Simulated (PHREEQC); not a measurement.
**Spent oxide etchant: speciation**

Make-up at 25 °C: 0.084 mol HF, 9.3e-05 mol H2SiF6, 0.0018 mol HBF4, 0.00027 mol HCl and 0.001 mol NaF per kg of water. Closed to the air; pH follows from the charge balance.

Model: ion-association model, phreeqc.dat, run in PHREEQC.

| Item | Result |
|---|---|
| pH | 2.06 |
| ionic strength | 0.0106 mol/kgw |
| total alkalinity | -92.0 meq/kg |

```json
[
 {"species": "HF", "molality": "0.0749", "activity": "0.0751", "log γ": "0.001"},
 {"species": "H+", "molality": "0.00953", "activity": "0.00868", "log γ": "-0.040"},
 {"species": "F-", "molality": "0.00642", "activity": "0.00576", "log γ": "-0.047"},
 {"species": "HF2-", "molality": "0.00185", "activity": "0.00166", "log γ": "-0.046"},
 {"species": "BF4-", "molality": "0.00179", "activity": "0.00161", "log γ": "-0.046"},
 {"species": "Na+", "molality": "0.000997", "activity": "0.000898", "log γ": "-0.045"},
 {"species": "Cl-", "molality": "0.000270", "activity": "0.000243", "log γ": "-0.047"},
 {"species": "SiF6-2", "molality": "9.30e-5", "activity": "6.15e-5", "log γ": "-0.180"},
 {"species": "BF3OH-", "molality": "8.77e-6", "activity": "7.89e-6", "log γ": "-0.046"},
 {"species": "NaF", "molality": "2.97e-6", "activity": "2.98e-6", "log γ": "0.001"},
 {"species": "BF2(OH)2-", "molality": "1.59e-7", "activity": "1.44e-7", "log γ": "-0.046"},
 {"species": "H3BO3", "molality": "1.16e-8", "activity": "1.16e-8", "log γ": "0.001"}
]
```

Precipitation was switched off in this run. Species that the database lacks are ignored. SiF6-2 is the database's only silicon fluoride. Real BF4- forms and hydrolyses slowly; the run takes it at equilibrium.
